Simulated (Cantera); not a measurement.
A perfectly stirred reactor is fed with 1.58 % H2, 17.0 % O2, 81.5 % N2, at 390 Torr; it is held at 1050 K, and followed from long to short residence time.

Detailed kinetics in Cantera: GRI-Mech 3.0 (53 species, 325 reactions).

One state of this run: x H2 = 0.000169; x O2 = 0.163; x H2O2 = 3.30e-7; x O = 1.54e-5; x NO = 1.08e-8; x OH = 1.77e-5; x N2O = 2.52e-7. x: mole fraction; the columns are a selection and need not sum to one.

Q: Which value of τ (s) does it belong to?
A. 0.086
B. 0.055
C. 0.33
D. 0.51

A: D, 0.51
